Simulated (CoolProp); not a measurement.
Vapour pressure (bar) of CH3F (R41): the reference equation beside estimates from Tc = 317.3 K, pc = 59.06 bar, ω = 0.200. Clausius-Clapeyron is anchored at 191.1 K with a constant enthalpy of vaporisation of 16.77 kJ/mol.

The numbers come from the reference Helmholtz-energy equation of state, Lemmon 2006 in CoolProp. It is a short technical equation, of lower accuracy than the large ones.

```tsv
T (K)	reference	Clausius-Clapeyron	Redlich-Kwong
162.9	0.1179	0.1324	0.1912
169.9	0.2045	0.2205	0.3287
177	0.3400	(withheld)	0.5392
184.1	(withheld)	(withheld)	(withheld)
191.1	0.8230	0.8230	1.259
198.2	1.218	1.201	1.824
205.2	(withheld)	(withheld)	2.551
212.3	2.435	(withheld)	3.487
```

### Question
Fill in the missing entries.

### Answer

- 177, Clausius-Clapeyron: 0.3550
- 184.1, reference: 0.5409
- 184.1, Clausius-Clapeyron: 0.5510
- 184.1, Redlich-Kwong: 0.8434
- 205.2, reference: 1.741
- 205.2, Clausius-Clapeyron: 1.700
- 212.3, Clausius-Clapeyron: 2.361

Absolute difference from the reference over all 8 rows, mean and median: Clausius-Clapeyron 4.1 and 2.7 %, Redlich-Kwong 53.7 and 54.5 %.
